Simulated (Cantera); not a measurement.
Input: 1 mol BCl3, 0.95 mol H2O, 51 mol H2, held at 1.00 bar.

Cantera equilibrium calculation (NASA polynomials, part measured and part estimated; ideal gas, pure solids and liquids). Candidate condensed phases: B, B2O3, B3O3H3, H2O; 33 gas species. The tables' values for BOCl, BCl, BH2, BCl2 are old estimates; treat these amounts as uncertain. Gases not in the tables: B2H6 and higher boranes. Rates play no part. All values below are at 1900 K.

Base state: H2 0.928, HCl 0.0537, HBO 0.0147, BOCl 0.000836, H 0.000764, B2O2 0.000741, BCl 0.000615, BH2 0.000237 (mole fractions); condensed: B(s).

What changes in the equilibrium state with this change: H2O from 0.95 to 4.3 mol?


| species | before | after |
|---|---|---|
| H2 | 0.928 | 0.888 |
| HCl | 0.0537 | 0.0522 |
| H2O | 2.59e-5 | 0.0419 |
| HBO2 | 0.000106 | 0.0151 |
| HBO | 0.0147 | 0.00124 |
| BH3 | 2.44e-5 | 1.16e-9 |
| BH2 | 0.000237 | 1.15e-8 |
| B(s), mol | 0.00216 | 0 |
The tables' values for BOCl are old estimates; treat these amounts as uncertain.
